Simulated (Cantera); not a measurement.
## Ignition delay

Mixture: 16.9 % H2, 17.3 % O2, 65.8 % N2, equivalence ratio 0.49, at 14.8 atm, adiabatic and at constant pressure. Ignition delay is the time to a rise of 400 K.

Cantera simulation using GRI-Mech 3.0 (53 species, 325 reactions); the numbers are that mechanism's predictions, not measurements. The hydrogen kinetics of GRI-Mech 3.0 are dated; newer H2 mechanisms differ, most at raised pressure. The pressure lies above the range GRI-Mech 3.0 was tuned for (to about 10 atm).

```json
[
 {"T0 (K)": "1050", "delay (ms)": "3.43"},
 {"T0 (K)": "1150", "delay (ms)": "0.411"},
 {"T0 (K)": "1250", "delay (ms)": "0.0368"},
 {"T0 (K)": "1350", "delay (ms)": "0.00331"},
 {"T0 (K)": "1450", "delay (ms)": "0.00153"},
 {"T0 (K)": "1550", "delay (ms)": "0.000980"},
 {"T0 (K)": "1650", "delay (ms)": "0.000718"},
 {"T0 (K)": "1750", "delay (ms)": "0.000572"}
]
```

* **apparent activation energy between 1550 and 1750 K**: 61 kJ/mol
